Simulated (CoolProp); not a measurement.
A single-stage vapour-compression cycle with the fluid: evaporating at 305.15 K (dew point), condensing at 353.15 K (bubble point), superheat 8 K, subcooling 0 K, compressor efficiency 0.85, no pressure losses. The same conditions are run with several fluids, on thermodynamics alone (safety and materials aside).

Model: reference Helmholtz-energy equation of state of each fluid (isobutene: Lemmon 2005; propane: Lemmon 2009; R1224YDZ: Akasaka 2023; n-perfluorobutane: Gao 2022; R236EA: Rui 2013; carbonyl sulfide: Lemmon 2006), in CoolProp.

| fluid | cooling COP | pressure ratio | discharge temperature (K) | refrigerating effect (kJ/kg) | volumetric capacity (kJ/m³) |
|---|---|---|---|---|---|
| isobutene | 4.11 | 3.26 | 360.2 | 241 | 2150 |
| propane | 3.28 | 2.76 | 367.8 | 185 | 4340 |
| R1224YDZ | 4.13 | 3.91 | 355.6 | 109 | 1250 |
| n-perfluorobutane | 2.68 | 3.47 | 353.1 | 34.1 | 1160 |
| R236EA | 3.89 | 3.84 | 353.1 | 95.4 | 1580 |
| carbonyl sulfide | 3.74 | 2.69 | 396.7 | 168 | 7080 |

The compression ends wet for: n-perfluorobutane; R236EA.
